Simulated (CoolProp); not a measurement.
Carbonyl sulfide along the isobar 295 kPa: fugacity coefficient from the reference equation and from simpler models built on Tc = 105.6 °C, pc = 6369 kPa, ω = 0.098; each cubic takes its own stable root.

Model: reference Helmholtz-energy equation of state, Lemmon 2006, in CoolProp. It is a short technical equation, of lower accuracy than the large ones.

```json
[
 {"T (°C)": "-97.65", "phase": "liquid", "reference": "0.01920", "Redlich-Kwong": "?", "Soave-Redlich-Kwong": "0.01884", "Peng-Robinson": "?"},
 {"T (°C)": "-68.55", "phase": "liquid", "reference": "0.1334", "Redlich-Kwong": "0.1334", "Soave-Redlich-Kwong": "0.1315", "Peng-Robinson": "0.1378"},
 {"T (°C)": "-39.35", "phase": "liquid", "reference": "?", "Redlich-Kwong": "0.5729", "Soave-Redlich-Kwong": "?", "Peng-Robinson": "?"},
 {"T (°C)": "-10.25", "phase": "gas", "reference": "0.9525", "Redlich-Kwong": "0.9566", "Soave-Redlich-Kwong": "0.9557", "Peng-Robinson": "0.9535"},
 {"T (°C)": "18.95", "phase": "gas", "reference": "?", "Redlich-Kwong": "?", "Soave-Redlich-Kwong": "0.9667", "Peng-Robinson": "0.9646"},
 {"T (°C)": "48.05", "phase": "gas", "reference": "0.9744", "Redlich-Kwong": "0.9749", "Soave-Redlich-Kwong": "0.9745", "Peng-Robinson": "?"},
 {"T (°C)": "77.25", "phase": "gas", "reference": "0.9804", "Redlich-Kwong": "0.9803", "Soave-Redlich-Kwong": "0.9801", "Peng-Robinson": "0.9783"},
 {"T (°C)": "106.45", "phase": "gas", "reference": "0.9847", "Redlich-Kwong": "0.9844", "Soave-Redlich-Kwong": "0.9844", "Peng-Robinson": "0.9826"},
 {"T (°C)": "135.55", "phase": "gas", "reference": "0.9878", "Redlich-Kwong": "0.9874", "Soave-Redlich-Kwong": "0.9876", "Peng-Robinson": "0.9859"},
 {"T (°C)": "164.75", "phase": "gas", "reference": "0.9902", "Redlich-Kwong": "0.9897", "Soave-Redlich-Kwong": "0.9901", "Peng-Robinson": "0.9885"}
]
```

Task: Complete the blanks.

Result: 
- -97.65, Redlich-Kwong: 0.01602
- -97.65, Peng-Robinson: 0.02080
- -39.35, reference: 0.5333
- -39.35, Soave-Redlich-Kwong: 0.5309
- -39.35, Peng-Robinson: 0.5394
- 18.95, reference: 0.9658
- 18.95, Redlich-Kwong: 0.9674
- 48.05, Peng-Robinson: 0.9725
